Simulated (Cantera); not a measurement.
Feed: 1 mol C, 0.093 mol NH3, held at 2525 K and 5.00 bar.

Equilibrium computed with Cantera from the NASA thermochemical tables; the gas is ideal and each condensed phase is pure. Candidate condensed phases: C, C6H6, C7H8, C8H18; 92 gas species. Kinetics and transport are ignored.

Base state: H2 0.714, N2 0.232, HCN 0.0306, H 0.0106, C2H2 (acetylene) 0.00858, HNC 0.00369, CH4 0.000368, CH3 9.75e-5 (mole fractions); condensed: C(graphite).

**Question.** What changes in the equilibrium state with this change: temperature from 2525 K to 2275 K?

**Answer.** 
```csv
species,before,after
H2,0.714,0.735
N2,0.232,0.241
HCN,0.0306,0.0160
H,0.0106,0.00325
C4H2,4.26e-5,4.36e-6
CN,2.72e-5,2.89e-6
C2N2,2.09e-5,4.24e-6
C2H2 (acetylene),0.00858,0.00280
HNC,0.00369,0.00141
"C(graphite), mol",0.990,0.996
```
